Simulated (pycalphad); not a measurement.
CALPHAD calculation (pycalphad, COST 507 light-alloy database (1999)), 1 atm. These are 1990s assessments: newer ones move some temperatures and phases. Amounts are mole fractions of atoms.

### Question
Give the equilibrium state of Al-4.37Si-1.49Mn (at.%) at 302 °C.

### Answer
```
T = 575.00 K, P = 101325 Pa, N = 1 mol of atoms
G = -20225 J/mol, H = 5283 J/mol, S = 44.36 J/(mol K)  (SER reference)
chemical potentials (J/mol): Al -18844, Si -12999, Mn -128682
phase             fraction      x(Al)      x(Si)      x(Mn)
FCC_A1              0.8816     0.9994    0.00059   1.71e-06
ALMNSI_ALPHA        0.0857     0.7038     0.1222     0.1739
DIAMOND_A4          0.0327   4.26e-10     1.0000       none
```

### Question
Give the equilibrium state of Al-4.37Si-1.49Mn (at.%) at 602 °C.

### Answer
fcc, fraction 0.604, with 1.0 Si, 0.07 Mn at.%; liquid, fraction 0.317, with 8.8 Si, 0.24 Mn at.%; ALMNSI_ALPHA, fraction 0.079, with 12.4 Si, 17.4 Mn at.%.

Database names, with the compositions (at.%) that they take in these runs: ALMNSI_ALPHA: Al 70 Mn 17 Si 11-13. FCC_A1 is fcc; DIAMOND_A4 is diamond (Si). An entry "none" or "no" means that the model of the phase leaves that element out.
